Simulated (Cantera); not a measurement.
Input: 1 mol borazine, 0.14 mol H₂O, 16 mol N₂, held at 460 Pa.

These are equilibrium values from Cantera (NASA tables, ideal gas, pure condensed phases), not measurements of a reactor. Candidate condensed phases: B, BN, B₂O₃, B₃O₃H₃, H₂O; 39 gas species. The feed counts by its element totals alone. Mutual solubility and eutectic melting of coexisting phases are not modelled. The tables' values for BH₂ are old estimates; treat these amounts as uncertain. The numbers say what is thermodynamically allowed, not how fast it happens.

x: gas mole fraction; n: condensed amount in mol.

```
T (°C)   x N₂   x H₂       x H      x BO     x HBO    x HBO₂  n BN(s)  n B₂O₃(l)  n B(s)
------  -----  -----  --------  --------  --------  --------  -------  ---------  ------
1102    0.835  0.162   2.04e-5   1.11e-6  0.000279   0.00153     2.92     0.0183       0
1202    0.834  0.162   7.69e-5   1.30e-5   0.00101   0.00178     2.91          0       0
1302    0.834  0.161  0.000246   8.09e-5   0.00226   0.00106     2.90          0       0
1402    0.833  0.160       ___       ___       ___       ___     2.88          0       0
1502    0.833  0.159   0.00170  0.000908   0.00464  0.000134     2.87          0       0
1602    0.831  0.158   0.00384   0.00179   0.00448   2.87e-5     2.86          0       0
1702    0.829  0.156       ___       ___       ___       ___     2.86          0       0
1802    0.825  0.152    0.0153   0.00398   0.00292   1.00e-6     2.86          0       0
1902    0.820  0.145    0.0274   0.00487   0.00208   1.76e-7     2.85          0       0
2002    0.823  0.125    0.0442   0.00513   0.00127   2.83e-8        0          0    2.82
```

Question: Some entries are withheld; supply them.

Answer: 
- 1402, x H: 0.000686
- 1402, x BO: 0.000335
- 1402, x HBO: 0.00379
- 1402, x HBO₂: 0.000465
- 1702, x H: 0.00797
- 1702, x BO: 0.00288
- 1702, x HBO: 0.00379
- 1702, x HBO₂: 5.52e-6
